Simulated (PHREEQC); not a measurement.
Make-up at 69 °C: 0.007 mol H2SO4, 0.0013 mol ZnSO4 and 0.025 mol MgCl2 per kg of water. Closed to the air; pH follows from the charge balance.

Model: ion-association model, phreeqc.dat, run in PHREEQC.

Each row changes one thing in this solution. This is a speciation only: nothing precipitates in the calculation.

```
case                                            pH  ionic strength (mol/kgw)  Mg+2 (mol/kgw)  MgSO4 (mol/kgw)  HSO4- (mol/kgw)  SO4-2 (mol/kgw)
--------------------------------------------  ----  ------------------------  --------------  ---------------  ---------------  ---------------
as made                                       2.03                    0.0803          0.0213          0.00375          0.00254          0.00193
ZnSO4 from 0.0013 to 0.00143 mol/kgw          2.03                    0.0804          0.0212          0.00381          0.00257          0.00196
diluted 10-fold with water                    2.93                   0.00877         0.00223         0.000271         0.000111         0.000441
diluted 5-fold with water                     2.65                    0.0169         0.00435         0.000646         0.000300         0.000697
temperature from 69 to 10 °C                  1.98                    0.0877          0.0226          0.00244          0.00155          0.00415
MgCl2 replaced by MgBr2 at the same molality  2.03                    0.0808          0.0213          0.00374          0.00253          0.00193
```

Species that the database lacks are ignored. Away from 25 °C the constants follow the database's enthalpies or fits; those with neither stay at their 25 °C values.
